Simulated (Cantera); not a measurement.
Feed: 1 mol SiHCl3, 12 mol N2, 0.031 mol HCl, at 1423 K and 18.8 Torr.

Cantera equilibrium calculation (NASA polynomials, part measured and part estimated; ideal gas, pure solids and liquids). Candidate condensed phases: NH4Cl, Si, Si3N4; 28 gas species. N2 is the only nitrogen source here; it is nearly inert below about 1500 K, so the nitride shown seldom forms there in practice. The tables' values for SiCl3 are old estimates; treat these amounts as uncertain. Kinetics and transport are ignored.

Base state: N2 0.878, HCl 0.0668, SiCl4 0.0245, SiCl2 0.0156, SiCl3 0.00983, H2 0.00496, SiHCl3 0.000141, Cl 3.26e-5 (mole fractions); condensed: Si3N4(s).

**Question.** What changes in the equilibrium state with this change: temperature from 1423 K to 1323.15 K?

**Answer.** 
| species | before | after |
|---|---|---|
| N2 | 0.878 | 0.884 |
| HCl | 0.0668 | 0.0682 |
| SiCl4 | 0.0245 | 0.0351 |
| SiCl2 | 0.0156 | 0.00317 |
| Cl | 3.26e-5 | 8.33e-6 |
| SiCl3 | 0.00983 | 0.00451 |
| SiHCl3 | 0.000141 | 0.000125 |
| H2 | 0.00496 | 0.00477 |
| Si3N4(s), mol | 0.109 | 0.144 |

**Question.** What changes in the equilibrium state with this change: N2 from 12 to 260 mol?

**Answer.** 
| species | before | after |
|---|---|---|
| N2 | 0.878 | 0.993 |
| HCl | 0.0668 | 0.00373 |
| SiCl2 | 0.0156 | 0.00214 |
| SiCl4 | 0.0245 | 0.000500 |
| SiHCl3 | 0.000141 | 1.08e-6 |
| H2 | 0.00496 | 0.000104 |
| Si3N4(s), mol | 0.109 | 0.0578 |
